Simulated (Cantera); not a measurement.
A perfectly stirred reactor is fed with CO : H2 : O2 : N2 = 1 : 0.15 : 0.701 : 7.01 (molar parts), equivalence ratio 0.82, at 1.00 atm; it is adiabatic with a 650 K inlet, and is followed from long to short residence time, starting on the burning branch (τ in s: 0.19, 0.075, 0.03, 0.012, 0.0049, 0.002, 0.00079, 0.00032, 0.00013, 5.2e-05).

Model: GRI-Mech 3.0 (53 species, 325 reactions), integrated in Cantera.

Predict: blow-out, bracketed by the residence times tried; x(CO) at τ = 0.190 s; x(H2) at τ = 0.190 s; x(O2) at τ = 0.190 s; x(OH) at τ = 0.190 s; x(H2O) at τ = 0.190 s; x(CO) at τ = 2.00 ms; x(H2) at τ = 2.00 ms; x(O2) at τ = 2.00 ms; x(OH) at τ = 2.00 ms; x(H2O) at τ = 2.00 ms.


```json
{
 "blow_out_bracketed_by_the_residence_times_tried": "burning at 0.790 ms, out at 0.320 ms",
 "x(CO) at τ = 0.190 s": "0.00351",
 "x(H2) at τ = 0.190 s": "0.000145",
 "x(O2) at τ = 0.190 s": "0.0167",
 "x(OH) at τ = 0.190 s": "0.000554",
 "x(H2O) at τ = 0.190 s": "0.0176",
 "x(CO) at τ = 2.00 ms": "0.0263",
 "x(H2) at τ = 2.00 ms": "0.001000",
 "x(O2) at τ = 2.00 ms": "0.0274",
 "x(OH) at τ = 2.00 ms": "0.00112",
 "x(H2O) at τ = 2.00 ms": "0.0149"
}
```
